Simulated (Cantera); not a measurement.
A Cantera script and what it prints.

```python
import numpy as np
import cantera as ct

gas_names = """
    O2 CO
""".split()
cond_names = """
    Ta(cr) TaC(s) Ta2O5(s)
""".split()


def load(file, names, dense=False):
    # The tables refer to 1 bar. Condensed volumes are neglected.
    table = {s.name: s for s in ct.Species.list_from_file(file)}
    out = []
    for n in names:
        d = dict(table[n].input_data)
        d["thermo"] = dict(d["thermo"], **{"reference-pressure": 1e5})
        if dense:
            d["equation-of-state"] = {"model": "constant-volume", "density": "1e6 g/cm^3"}
        out.append(ct.Species.from_dict(d))
    return out


species = {s.name: s for s in load("nasa_gas.yaml", gas_names) + load("nasa_condensed.yaml", cond_names)}
T = 1625
g = {n: (s.thermo.h(T) - T * s.thermo.s(T)) / (ct.gas_constant * T * np.log(10)) for n, s in species.items()}
valid = cond_names  # the entries whose range holds T


def stable(la, lb):
    # potentials (over RT ln 10) of the two non-metals from log10 p(O2) and log10 p(CO) in bar
    mu = {}
    mu["O"] = (g["O2"] + la) / 2
    mu["C"] = (g["CO"] + lb - 1 * mu["O"]) / 1
    cost = {}
    for n in valid:
        c = species[n].composition
        cost[n] = (g[n] - sum(c.get(e, 0) * m for e, m in mu.items())) / c["Ta"]
    return min(cost, key=cost.get)


results = []
for lb in [0, -1, -2, -3, -4, -5, -6, -7, -8, -9, -10, -11, -12, -13, -14]:
    row = [stable(la, lb) for la in [-19, -18.1, -17.2, -16.3, -15.4, -14.5, -13.5, -12.6, -11.7, -10.8, -9.9, -9, -8.1, -7.2, -6.3, -5.4, -4.5, -3.5, -2.6, -1.7, -0.8, 0.1, 1]]
    results.append(row)
    print(f"{lb:6.1f}  " + " ".join(f"{valid.index(n):x}" for n in row))
print("key: " + ", ".join(f"{i:x} {n}" for i, n in enumerate(valid)))
```

Output:

```
   0.0  1 1 1 1 1 1 2 2 2 2 2 2 2 2 2 2 2 2 2 2 2 2 2
  -1.0  1 1 1 1 1 2 2 2 2 2 2 2 2 2 2 2 2 2 2 2 2 2 2
  -2.0  1 1 1 1 2 2 2 2 2 2 2 2 2 2 2 2 2 2 2 2 2 2 2
  -3.0  1 1 1 1 2 2 2 2 2 2 2 2 2 2 2 2 2 2 2 2 2 2 2
  -4.0  1 1 1 2 2 2 2 2 2 2 2 2 2 2 2 2 2 2 2 2 2 2 2
  -5.0  1 1 2 2 2 2 2 2 2 2 2 2 2 2 2 2 2 2 2 2 2 2 2
  -6.0  0 0 2 2 2 2 2 2 2 2 2 2 2 2 2 2 2 2 2 2 2 2 2
  -7.0  0 0 2 2 2 2 2 2 2 2 2 2 2 2 2 2 2 2 2 2 2 2 2
  -8.0  0 0 2 2 2 2 2 2 2 2 2 2 2 2 2 2 2 2 2 2 2 2 2
  -9.0  0 0 2 2 2 2 2 2 2 2 2 2 2 2 2 2 2 2 2 2 2 2 2
 -10.0  0 0 2 2 2 2 2 2 2 2 2 2 2 2 2 2 2 2 2 2 2 2 2
 -11.0  0 0 2 2 2 2 2 2 2 2 2 2 2 2 2 2 2 2 2 2 2 2 2
 -12.0  0 0 2 2 2 2 2 2 2 2 2 2 2 2 2 2 2 2 2 2 2 2 2
 -13.0  0 0 2 2 2 2 2 2 2 2 2 2 2 2 2 2 2 2 2 2 2 2 2
 -14.0  0 0 2 2 2 2 2 2 2 2 2 2 2 2 2 2 2 2 2 2 2 2 2
key: 0 Ta(cr), 1 TaC(s), 2 Ta2O5(s)
```

Cantera with NASA thermochemical tables; ideal gases at 1 bar, condensed phases pure. TaC: taken at fixed stoichiometry. Not in the tables: Ta2C. Part of the grid cannot be reached: there another gas would pass 10 bar, or a non-metal would condense.
